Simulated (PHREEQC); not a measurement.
**Ultrapure water in contact with air or piping**

A made-up water analysis in mg/L, 25 °C, pH 6.14, pe 11.3: Na 0.0522; K 0.031; Ca 0.0227; Mg 0.000403; Cl 0.0465; S(6) as SO4 0.0533; Alkalinity as HCO3 0.107; Si as SiO2 0.000785; Pb 0.0096.

Valence states are taken as typed.

The numbers come from PHREEQC with the ion-association model, phreeqc.dat.

No solid was allowed to form.

**Question.** Estimate the ionic strength.

**Answer.** ionic strength 6.16e-6 mol/kgw.

**Question.** In which forms is C present?

**Answer.** CO2 62 %, HCO3- 38 % of the C.

Complexes and solids missing from the database can't appear.
